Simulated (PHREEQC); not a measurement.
Dissolve 0.027 mol/kgw H2SO4, 0.00025 mol/kgw Na2SO4 and 0.0011 mol/kgw LiCl at 2.1 °C. Closed to the air; pH follows from the charge balance.

The numbers come from PHREEQC with the Pitzer model, pitzer.dat.

Problem. The ionic strength comes out as 0.0581 mol/kgw. What activity coefficients do H+, Na+, HSO4-, SO4-2, Li+ get?

Solution. H+ 0.81, Na+ 0.82, HSO4- 0.82, SO4-2 0.39, Li+ 0.82. Single-ion values are on the MacInnes scale.

This is a speciation only: nothing precipitates in the calculation. Complexes and solids missing from the database can't appear. Constants without temperature data keep their 25 °C values here.
